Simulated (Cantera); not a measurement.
Feed: 1 mol CH₃Cl, 0.25 mol Si, 0.042 mol F₂, at 2625 K and 0.293 Torr.

Cantera equilibrium calculation (NASA polynomials, part measured and part estimated; ideal gas, pure solids and liquids). Candidate condensed phases: C, C₆H₆, C₇H₈, C₈H₁₈, Si, SiC; 143 gas species. The tables' values for SiF, SiCl, SiF₂ are old estimates; treat these amounts as uncertain. The numbers say what is thermodynamically allowed, not how fast it happens.

Base state: H 0.572, Cl 0.219, H₂ 0.0709, Si 0.0460, HCl 0.0389, HF 0.0198, SiC₂ 0.0168, C₃ 0.00810 (mole fractions); condensed: C(graphite).

What changes in the equilibrium state with this change: temperature from 2625 K to 848 K?


```csv
species,before,after
H₂,0.0709,0.729
HCl,0.0389,0.166
SiCl₄,<1e-9,0.0934
H,0.572,<1e-9
Cl,0.219,<1e-9
Si,0.0460,<1e-9
SiC₂,0.0168,<1e-9
SiF₄,<1e-9,0.0113
HF,0.0198,2.72e-5
C₃,0.00810,<1e-9
C,0.00219,<1e-9
C₂H₂ (acetylene),0.00127,<1e-9
SiF,0.00116,<1e-9
"C(graphite), mol",0.743,0.945
"SiC(s), mol",0,0.0552
```
The tables' values for SiCl₃ are old estimates; treat these amounts as uncertain.
